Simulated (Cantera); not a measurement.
An isothermal, constant-pressure homogeneous reactor starts with C2H6 : N2 = 1 : 31 (molar parts), at 1848 K and 23.0 Pa. Integrator tolerance rtol = 1e-08.

Cantera simulation using GRI-Mech 3.0 (53 species, 325 reactions); the numbers are that mechanism's predictions, not measurements. GRI-Mech 3.0 stops at C3 and has no aromatics, soot or wall deposition, so with more carbon than oxygen in the feed, carbon stays in small species such as C2H2 where larger ones or solid carbon would form. Radical loss at walls, strong at low pressure, is not modelled.

**Question.** What does this change do: N2 31 to 130 parts?

**Answer.** 
```tsv
quantity	before	after
x(C2H6) at 200 s	<1e-12 (gas-phase equilibrium <1e-12)	<1e-12 (gas-phase equilibrium <1e-12)
x(C2H) at 200 s	9.04e-6 (gas-phase equilibrium 9.73e-6)	2.37e-6 (gas-phase equilibrium 1.65e-6)
x(HCN) at 200 s	0.000182 (gas-phase equilibrium 0.0464)	0.000204 (gas-phase equilibrium 0.0139)
x(CH2) at 200 s	2.00e-8 (gas-phase equilibrium 4.95e-9)	5.17e-9 (gas-phase equilibrium 6.96e-10)
x(C2H4) at 200 s	2.09e-8 (gas-phase equilibrium 1.28e-9)	1.30e-9 (gas-phase equilibrium 2.52e-11)
```

**Question.** What does this change do: N2 31 to 12 parts?

**Answer.** 
| quantity | before | after |
|---|---|---|
| x(C2H6) at 200 s | <1e-12 (gas-phase equilibrium <1e-12) | <1e-12 (gas-phase equilibrium <1e-12) |
| x(C2H) at 200 s | 9.04e-6 (gas-phase equilibrium 9.73e-6) | 2.76e-5 (gas-phase equilibrium 2.51e-5) |
| x(HCN) at 200 s | 0.000182 (gas-phase equilibrium 0.0464) | 0.000158 (gas-phase equilibrium 0.0847) |
| x(CH2) at 200 s | 2.00e-8 (gas-phase equilibrium 4.95e-9) | 1.02e-8 (gas-phase equilibrium 1.49e-8) |
| x(C2H4) at 200 s | 2.09e-8 (gas-phase equilibrium 1.28e-9) | 7.30e-8 (gas-phase equilibrium 1.16e-8) |

**Question.** What does this change do: pressure from 23.0 Pa to 101000 Pa?

**Answer.** 
```json
[
 {"quantity": "x(C2H6) at 200 s", "before": "<1e-12 (gas-phase equilibrium <1e-12)", "after": "1.68e-9 (gas-phase equilibrium 3.67e-10)"},
 {"quantity": "x(C2H) at 200 s", "before": "9.04e-6 (gas-phase equilibrium 9.73e-6)", "after": "6.66e-7 (gas-phase equilibrium 1.42e-7)"},
 {"quantity": "x(HCN) at 200 s", "before": "0.000182 (gas-phase equilibrium 0.0464)", "after": "0.00167 (gas-phase equilibrium 0.0466)"},
 {"quantity": "x(CH2) at 200 s", "before": "2.00e-8 (gas-phase equilibrium 4.95e-9)", "after": "1.10e-8 (gas-phase equilibrium 5.15e-9)"},
 {"quantity": "x(C2H4) at 200 s", "before": "2.09e-8 (gas-phase equilibrium 1.28e-9)", "after": "2.84e-5 (gas-phase equilibrium 6.09e-6)"}
]
```
